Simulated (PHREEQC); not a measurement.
# Polishing slurry liquid (model solution)

Solution (25 °C): 0.18 mol/kgw NH3 and 0.19 mol/kgw K2SO4. Closed to the air; pH follows from the charge balance.

Computed with PHREEQC (ion-association model, phreeqc.dat).

This is a speciation only: nothing precipitates in the calculation.

**Question.** What pH does the model give?

**Answer.** pH 11.34.

**Question.** In which forms is S present?

**Answer.** SO4-2 69 %, KSO4- 31 % of the S.

Species that the database lacks are ignored.
